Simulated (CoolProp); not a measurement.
The fluoroketone C6F12O (FK-5-1-12) at 293.15 K and 0.0273 MPa is compressed adiabatically to 0.151 MPa with isentropic efficiency 0.6. Each further row changes one setting.

Model: reference Helmholtz-energy equation of state, McLinden 2015, in CoolProp.

```csv
case,work (kJ/kg),final phase,final density (kg/m³)
as stated,20.1,(withheld),22.4
efficiency 1,(withheld),(withheld),25.2
efficiency 0.65,(withheld),"two-phase, vapour fraction 0.820",(withheld)
```

Problem. Complete the blanks.

Solution. 
- as stated, final phase: two-phase, vapour fraction 0.838
- efficiency 1, work (kJ/kg): 12.0
- efficiency 1, final phase: two-phase, vapour fraction 0.743
- efficiency 0.65, work (kJ/kg): 18.5
- efficiency 0.65, final density (kg/m³): 22.8
